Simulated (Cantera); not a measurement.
Input: 1 mol SiCl4, 11 mol O2, a varied amount of N2, at 773 K and 0.290 bar.

These are equilibrium values from Cantera (NASA tables, ideal gas, pure condensed phases), not measurements of a reactor. Candidate condensed phases: Si, SiO2, Si2N2O, Si3N4; 23 gas species. The numbers say what is thermodynamically allowed, not how fast it happens.

x: gas mole fraction; n: condensed amount in mol.

```
n(N2) (mol)   x N2    x O2   x Cl2     x Cl     x NO       x NO2    x ClO  n SiO2(α-quartz)
-----------  -----  ------  ------  -------  -------  ----------  -------  ----------------
2.5          0.172   0.690   0.138  3.37e-6  1.05e-6     4.31e-7  2.06e-7              1.00
3.4          0.221   0.649   0.130  3.27e-6  1.15e-6     4.59e-7  1.94e-7              1.00
4.7          0.281   0.599   0.120  3.14e-6  1.25e-6     4.78e-7  1.79e-7              1.00
6.4          0.348   0.543   0.109  2.99e-6  1.33e-6     4.82e-7  1.62e-7              1.00
8.8          0.423   0.481  0.0962  2.81e-6  1.37e-6     4.71e-7  1.43e-7              1.00
12           0.500   0.417  0.0833  2.62e-6  1.39e-6     4.43e-7  1.24e-7              1.00
16           0.571   0.357  0.0714  2.43e-6  1.38e-6  (withheld)  1.06e-7              1.00
22           0.647   0.294  0.0588  2.20e-6  1.33e-6  (withheld)  8.77e-8              1.00
31           0.721   0.233  0.0465  1.96e-6  1.25e-6  (withheld)  6.93e-8              1.00
42           0.778   0.185  0.0370  1.75e-6  1.16e-6  (withheld)  5.52e-8              1.00
57           0.826   0.145  0.0290  1.55e-6  1.05e-6  (withheld)  4.32e-8              1.00
78           0.867   0.111  0.0222  1.35e-6  9.46e-7  (withheld)  3.31e-8              1.00
110          0.902  0.0820  0.0164  1.16e-6  8.29e-7  (withheld)  2.44e-8              1.00
```

Problem. Complete the blanks.

Solution. 
- 16, x NO2: 4.06e-7
- 22, x NO2: 3.56e-7
- 31, x NO2: 2.97e-7
- 42, x NO2: 2.46e-7
- 57, x NO2: 1.98e-7
- 78, x NO2: 1.56e-7
- 110, x NO2: 1.17e-7
